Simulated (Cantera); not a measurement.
An isothermal, constant-pressure homogeneous reactor starts with NH3 : N2 = 1 : 0.18 (molar parts), at 1525 K and 100000 Pa. Integrator tolerance rtol = 1e-08.

Cantera simulation using the gas-phase N/H chemistry of the illustrative SiF4/NH3 mechanism in the Surface Chemkin manual (1991); the numbers are that mechanism's predictions, not measurements. Walls and surfaces, which speed up NH3 decomposition in real reactors, are not modelled.

Task: What does this change do: pressure from 100000 Pa to 66000 Pa?

Result: 
```
quantity                                             before                                     after
-----------------  ----------------------------------------  ----------------------------------------
x(NH3) at 20.0 s      0.411 (gas-phase equilibrium 1.81e-5)     0.457 (gas-phase equilibrium 1.19e-5)
x(N2) at 20.0 s         0.235 (gas-phase equilibrium 0.312)       0.226 (gas-phase equilibrium 0.312)
x(NH2) at 20.0 s    2.59e-5 (gas-phase equilibrium 1.17e-9)  3.18e-5 (gas-phase equilibrium 9.49e-10)
x(N2H2) at 20.0 s    7.36e-8 (gas-phase equilibrium <1e-12)    1.16e-7 (gas-phase equilibrium <1e-12)
x(NH) at 20.0 s    6.42e-8 (gas-phase equilibrium 3.03e-12)  8.69e-8 (gas-phase equilibrium 3.03e-12)
x(H2) at 20.0 s         0.354 (gas-phase equilibrium 0.688)       0.317 (gas-phase equilibrium 0.688)
```

Task: What does this change do: NH3 1 to 0.11 parts?

Result: 
| quantity | before | after |
|---|---|---|
| x(NH3) at 20.0 s | 0.411 (gas-phase equilibrium 1.81e-5) | 0.200 (gas-phase equilibrium 1.15e-5) |
| x(N2) at 20.0 s | 0.235 (gas-phase equilibrium 0.312) | 0.605 (gas-phase equilibrium 0.587) |
| x(NH2) at 20.0 s | 2.59e-5 (gas-phase equilibrium 1.17e-9) | 1.78e-5 (gas-phase equilibrium 9.61e-10) |
| x(N2H2) at 20.0 s | 7.36e-8 (gas-phase equilibrium <1e-12) | 3.41e-8 (gas-phase equilibrium <1e-12) |
| x(NH) at 20.0 s | 6.42e-8 (gas-phase equilibrium 3.03e-12) | 6.22e-8 (gas-phase equilibrium 3.22e-12) |
| x(H2) at 20.0 s | 0.354 (gas-phase equilibrium 0.688) | 0.195 (gas-phase equilibrium 0.412) |
